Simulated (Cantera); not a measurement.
A Cantera script and what it prints.

```python
import numpy as np
import cantera as ct

gas_names = """
    C CO CO2 C2 C2O C3 C3O2 C4 C5 O O2 O3 Pb PbO Pb2
""".split()
cond_names = """
    C(gr) Pb(cr) Pb(L) PbO(rd) PbO(yw) PbO(L) PbO2(s) Pb3O4(s)
""".split()


# ... load() reads the species with a 1 bar reference pressure and builds the phases ...
atoms = {
    'Pb': {'Pb': 1},
    'O2': {'O': 2},
    'CO': {'C': 1, 'O': 1},
}
top_T = {'C(gr)': 4500, 'Pb3O4(s)': 820}  # K; cautious upper limits of use, not melting points


# ... equilibrate(T, P, feed) seeds the gas with the atoms and calls Mixture.equilibrate('TP', solver="vcs", rtol=1e-11, max_steps=5000) ...
results = []
feed = {'Pb': 1, 'O2': 0.0022, 'CO': 63}  # mol
T = 1225  # K
for P in [10, 61, 370, 2200, 13000, 82000, 500000, 3000000]:
    mix = equilibrate(T, P, feed)
    results.append((T, P, feed, dict(zip(mix.species_names, mix.species_moles))))
    x = sorted(zip(gas.X, gas.species_names), reverse=True)
    print(f"T = {T:g} K  P = {P:g} Pa  gas = {mix.phase_moles(0):.4g} mol")
    print("   x: " + "  ".join(f"{s} {v:.3e}" for v, s in x if v > 1e-06))
    print("   condensed (mol): " + ("  ".join(f"{mix.phase(i).name} {mix.phase_moles(i):.4g}"
          for i in range(1, mix.n_phases) if mix.phase_moles(i) > 1e-12) or "none"))
```

Output:

```
T = 1225 K  P = 10 Pa  gas = 64 mol
   x: CO 9.843e-01  Pb 1.562e-02  CO2 6.875e-05
   condensed (mol): none
T = 1225 K  P = 61 Pa  gas = 64 mol
   x: CO 9.843e-01  Pb 1.562e-02  CO2 6.875e-05
   condensed (mol): none
T = 1225 K  P = 370 Pa  gas = 64 mol
   x: CO 9.843e-01  Pb 1.562e-02  CO2 6.875e-05
   condensed (mol): none
T = 1225 K  P = 2200 Pa  gas = 63.99 mol
   x: CO 9.841e-01  Pb 1.563e-02  CO2 2.853e-04
   condensed (mol): C(gr) 0.01385
T = 1225 K  P = 13000 Pa  gas = 63.35 mol
   x: CO 9.911e-01  Pb 7.189e-03  CO2 1.710e-03
   condensed (mol): C(gr) 0.1039  Pb(L) 0.5445
T = 1225 K  P = 82000 Pa  gas = 62.41 mol
   x: CO 9.881e-01  CO2 1.072e-02  Pb 1.140e-03
   condensed (mol): C(gr) 0.6647  Pb(L) 0.9289
T = 1225 K  P = 500000 Pa  gas = 59.49 mol
   x: CO 9.406e-01  CO2 5.923e-02  Pb 1.869e-04
   condensed (mol): C(gr) 3.519  Pb(L) 0.9889
T = 1225 K  P = 3e+06 Pa  gas = 51.02 mol
   x: CO 7.649e-01  CO2 2.350e-01  Pb 3.115e-05
   condensed (mol): C(gr) 11.99  Pb(L) 0.9984
```

Method: chemical equilibrium by Gibbs-energy minimisation in Cantera with the NASA 1993 tables (ideal gas, pure condensed phases).
